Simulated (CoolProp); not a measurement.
The numbers come from the reference Helmholtz-energy equation of state, Lemmon 2006 in CoolProp. It is a short technical equation, of lower accuracy than the large ones.

### Question
For CH3F (R41), give the phase and the density (kg/m³), Joule-Thomson coefficient (K/MPa), expansivity (1/kK) at 259.9 K and 3.39 MPa; 267.9 K and 3.39 MPa; 283.9 K and 3.39 MPa.

### Answer
- 259.9 K and 3.39 MPa: liquid; density 729, Joule-Thomson coefficient 0.0392, expansivity 4.11
- 267.9 K and 3.39 MPa: liquid; density 704, Joule-Thomson coefficient 0.144, expansivity 4.66
- 283.9 K and 3.39 MPa: liquid; density 645, Joule-Thomson coefficient 0.495, expansivity 6.70
